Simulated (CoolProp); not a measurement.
The fluid at 293.15 K and 0.633 MPa is throttled through a valve to 0.38 MPa with no heat exchange. The same conditions are run with several fluids, on thermodynamics alone (safety and materials aside).

The numbers come from the reference Helmholtz-energy equation of state of each fluid (C3F8 (R218): Lemmon 2006; ethylene: Smukala 2000; carbon dioxide: Span 1996; fluorine: de Reuck 1990; R125: Lemmon 2005) in CoolProp.

| fluid | temperature change (K) | final density (kg/m³) |
|---|---|---|
| C3F8 (R218) | [?] | [?] |
| ethylene | [?] | [?] |
| carbon dioxide | -2.9 | [?] |
| fluorine | [?] | [?] |
| R125 | -4.1 | [?] |

Q: Complete the blanks.

A: 
- C3F8 (R218), temperature change (K): -4.4
- C3F8 (R218), final density (kg/m³): 33.0
- ethylene, temperature change (K): -2.8
- ethylene, final density (kg/m³): 4.52
- carbon dioxide, final density (kg/m³): 7.08
- fluorine, temperature change (K): -0.5
- fluorine, final density (kg/m³): 5.94
- R125, final density (kg/m³): 20.3
